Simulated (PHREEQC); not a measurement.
Solution (25 °C): 100 mmol/kgw CaCl2 and 1.2 mmol/kgw Na2SO4. Closed to the air; pH follows from the charge balance.

Model: ion-association model, phreeqc.dat, run in PHREEQC.

Each row changes one thing in this solution. No solid was allowed to form.

```
case                                             pH  CaOH+ (mol/kgw)  SI of Halite (NaCl)
---------------------------------------------  ----  ---------------  -------------------
as made                                        6.89          5.04e-8                -5.19
temperature from 25 to 70 °C                   6.37          1.39e-8                -5.25
diluted 10-fold with water                     6.97                ?                -7.03
Na2SO4 from 0.0012 to 0.0006 mol/kgw           6.89          5.03e-8                -5.49
Na2SO4 replaced by NaHF2 at the same molality     ?                ?                -5.49
```

### Question
Some entries are withheld; supply them.

### Answer

- diluted 10-fold with water, CaOH+ (mol/kgw): 9.79e-9
- Na2SO4 replaced by NaHF2 at the same molality, pH: 3.38
- Na2SO4 replaced by NaHF2 at the same molality, CaOH+ (mol/kgw): 1.58e-11

Species that the database lacks are ignored. Some of these states are supersaturated (in Fluorite, for instance). Constants without temperature data keep their 25 °C values here.
